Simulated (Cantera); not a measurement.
## Reactions in the system Cl-Li-O

Cantera with NASA thermochemical tables; ideal gases at 1 bar, condensed phases pure. Values are per mole of reaction as written; species without (g) are pure solids or liquids, kept so even where they would boil at 1 bar.

Li2O + 2 Cl(g) ⇌ 2 LiCl(g) + O(g)

```
T (K)  ΔH° (kJ)  ΔS° (J/K)  ΔG° (kJ)  log10 K  condensed phases
-----  --------  ---------  --------  -------  ----------------
300       213.8      218.5     148.3   -25.82           Li2O(s)
1225      187.1      182.8     -36.9     1.57           Li2O(s)
1300      184.1      180.4     -50.5     2.03           Li2O(s)
1375      181.0      178.1     -64.0     2.43           Li2O(s)
1450      177.8      175.9     -77.2     2.78           Li2O(s)
1525      174.6      173.8     -90.4     3.09           Li2O(s)
1600      171.4      171.7    -103.3     3.37           Li2O(s)
1675      168.1      169.7    -116.1     3.62           Li2O(s)
1750      164.8      167.7    -128.8     3.84           Li2O(s)
1825      161.4      165.8    -141.3     4.04           Li2O(s)
1900       99.4      132.2    -151.8     4.17           Li2O(l)
```
